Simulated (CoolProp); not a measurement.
A simple Rankine cycle with R113: condensing at 318.15 K, boiler at 0.378 MPa, turbine inlet 372.1 K, turbine efficiency 0.9, pump efficiency 0.8, no recuperator. Each further row changes one setting.

Model: reference Helmholtz-energy equation of state, Marx 1992, in CoolProp.

| case | thermal efficiency (%) | net work (kJ/kg) | heat in (kJ/kg) | turbine exit temperature (K) | volume ratio over the turbine |
|---|---|---|---|---|---|
| as stated | 10.3 | 18.4 | 179 | 340.1 | 4.00 |
| turbine inlet 392.1 K | 10.1 | 19.7 | 194 | 359.9 | 3.96 |
| condensing temperature 310.15 K | 11.8 | 22.0 | 186 | 334.3 | 5.23 |
| boiler pressure 0.265 MPa | 7.9 | 14.2 | 181 | 348.7 | 2.79 |
| turbine efficiency 0.8 | 9.1 | 16.4 | 179 | 343.0 | 4.04 |
